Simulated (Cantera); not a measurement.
Feed: 1 mol Pb, 0.019 mol H₂S, 53 mol N₂, at 1202 °C and 0.000510 bar.

Method: chemical equilibrium by Gibbs-energy minimisation in Cantera with the NASA 1993 tables (ideal gas, pure condensed phases). Candidate condensed phases: Pb, PbS, S; 18 gas species. Rates play no part.

Base state: N₂ 0.981, Pb 0.0182, H₂ 0.000346, PbS 0.000331, H 1.07e-5 (mole fractions); condensed: gas only.

Task: What changes in the equilibrium state with this change: Pb replaced by Ni?

Result: 
| species | before | after |
|---|---|---|
| N₂ | 0.981 | 0.999 |
| H₂ | 0.000346 | 0.000351 |
| S₂ | 8.05e-6 | 0.000166 |
| Pb | 0.0182 | 0 |
| PbS | 0.000331 | 0 |
| Ni | 0 | 5.69e-5 |
| S | 3.81e-6 | 1.73e-5 |
| H | 1.07e-5 | 1.08e-5 |
| Ni(s), mol | 0 | 0.997 |
Further candidate phases: Ni, NiS, NiS₂, Ni₃S₂, Ni₃S₄.
